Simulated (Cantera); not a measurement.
An adiabatic, constant-volume homogeneous reactor starts with C₃H₈ : O₂ : N₂ = 1 : 9.8 : 36.9 (molar parts), at 1800 K and 4.93 atm.

Model: GRI-Mech 3.0 (53 species, 325 reactions), integrated in Cantera. GRI-Mech 3.0 was tuned for natural gas; its chemistry of propane as a main component is partial and can be far from experiment.

### Question
Predict: time of steepest temperature rise; temperature at 0.500 s; equilibrium temperature; x(O₂) at 0.500 s; x(H) at 0.500 s; x(O) at 0.500 s.

### Answer
* **time of steepest temperature rise**: 3.28 µs
* **temperature at 0.500 s**: 2842 K
* **equilibrium temperature**: 2842 K
* **x(O₂) at 0.500 s**: 0.0850 (gas-phase equilibrium 0.0850)
* **x(H) at 0.500 s**: 0.00156 (gas-phase equilibrium 0.00156)
* **x(O) at 0.500 s**: 0.00656 (gas-phase equilibrium 0.00656)
